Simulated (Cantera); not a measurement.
## Equilibrium for silicon carbide growth: CH3SiH3 + CH4 + H2

A closed system holds: 1 mol CH3SiH3, 0.7 mol CH4, 44 mol H2, at 10000 Pa.

Cantera equilibrium calculation (NASA polynomials, part measured and part estimated; ideal gas, pure solids and liquids). Candidate condensed phases: C, C6H6, C7H8, C8H18, Si, SiC; 87 gas species. The feed counts by its element totals alone. Gases not in the tables: Si2H6 and higher silanes. Equilibrium is a limit: real reactors are often held back by kinetics, nucleation or transport.

From 1350 °C to 1950 °C the condensed part is C(graphite) + SiC(s). The main Si-bearing gas is SiH2 at 1350 °C and Si at 1950 °C.

| T (°C) | x H2 | x H | x C2H2 (acetylene) | x Si | n C(graphite) | n SiC(s) |
|---|---|---|---|---|---|---|
| 1350 | 1.000 | 0.000219 | 3.48e-5 | 1.78e-8 | 0.689 | 1.000 |
| 1450 | 0.999 | 0.000576 | 9.04e-5 | 1.64e-7 | 0.686 | 1.000 |
| 1550 | 0.998 | 0.00137 | 0.000211 | 1.18e-6 | 0.676 | 1.000 |
| 1650 | 0.997 | 0.00297 | 0.000450 | 6.92e-6 | 0.654 | 0.999 |
| 1750 | 0.993 | 0.00598 | 0.000887 | 3.39e-5 | 0.614 | 0.997 |
| 1850 | 0.987 | 0.0113 | 0.00163 | 0.000143 | 0.547 | 0.990 |
| 1950 | 0.976 | 0.0200 | 0.00283 | 0.000529 | 0.450 | 0.963 |
x: gas mole fraction; n: condensed amount in mol.
